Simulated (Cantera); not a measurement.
Feed: 1 mol Si(CH₃)₄, 0.53 mol C₂H₄, 58 mol H₂, 0.5 mol CH₄, held at 82.0 mbar.

These are equilibrium values from Cantera (NASA tables, ideal gas, pure condensed phases), not measurements of a reactor. Candidate condensed phases: C, C₆H₆, C₇H₈, C₈H₁₈, Si, SiC; 87 gas species. Gases not in the tables: Si₂H₆ and higher silanes. Kinetics and transport are ignored.

x: gas mole fraction; n: condensed amount in mol.

```csv
T (K),x H₂,x H,x C₂H₂ (acetylene),x CH₄,x Si,x SiC₂,x SiH,n C(graphite),n SiC(s)
973,0.990,3.76e-9,5.33e-10,0.0103,<1e-12,<1e-12,<1e-12,3.89,1.00
1173,0.998,4.11e-7,6.12e-8,0.00159,<1e-12,<1e-12,<1e-12,4.46,1.00
1373,1.000,1.16e-5,1.73e-6,0.000413,2.01e-11,<1e-12,3.26e-11,4.53,1.00
1573,1.000,0.000142,2.06e-5,0.000150,6.41e-9,?,4.42e-9,4.55,1.000
1773,0.999,0.000993,0.000140,6.90e-5,5.52e-7,?,1.95e-7,4.54,1.000
1973,0.995,0.00470,0.000637,3.70e-5,1.91e-5,?,3.94e-6,4.47,0.998
2173,0.981,0.0167,0.00216,2.20e-5,0.000341,?,4.51e-5,4.30,0.968
2373,0.942,0.0473,0.00579,1.36e-5,0.00372,?,0.000334,4.03,0.620
2573,0.862,0.111,0.0126,8.16e-6,0.00931,?,0.000587,3.27,0
```

Q: Complete the blanks.

A: 
- 1573, x SiC₂: 2.03e-11
- 1773, x SiC₂: 6.86e-9
- 1973, x SiC₂: 6.95e-7
- 2173, x SiC₂: 2.95e-5
- 2373, x SiC₂: 0.000655
- 2573, x SiC₂: 0.00296
